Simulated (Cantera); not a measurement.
Source: NASA polynomial tables (part measured, part estimated), evaluated in Cantera. Values are per mole of reaction as written; species without (g) are pure solids or liquids, kept so even where they would boil at 1 bar.

Q: Between 1848 and 1998 K, where is each reaction favourable under standard conditions?
- 2 B + O₂(g) → B₂O₂(g)
- 2 Pb + O₂(g) → 2 PbO
- 2 Sr + O₂(g) → 2 SrO

A: 
- 2 B + O₂(g) → B₂O₂(g): ΔG° is -499 kJ at 1848 K and -502 kJ at 1998 K; it stays negative (K > 1). ΔH° is -468 kJ and ΔS° 17 J/K at 1998 K.
- 2 Pb + O₂(g) → 2 PbO: ΔG° is -110 kJ at 1848 K and -91 kJ at 1998 K; it stays negative (K > 1). ΔH° is -351 kJ and ΔS° -130 J/K at 1998 K.
- 2 Sr + O₂(g) → 2 SrO: ΔG° is -813 kJ at 1848 K and -783 kJ at 1998 K; it stays negative (K > 1). ΔH° is -1183 kJ and ΔS° -200 J/K at 1998 K.
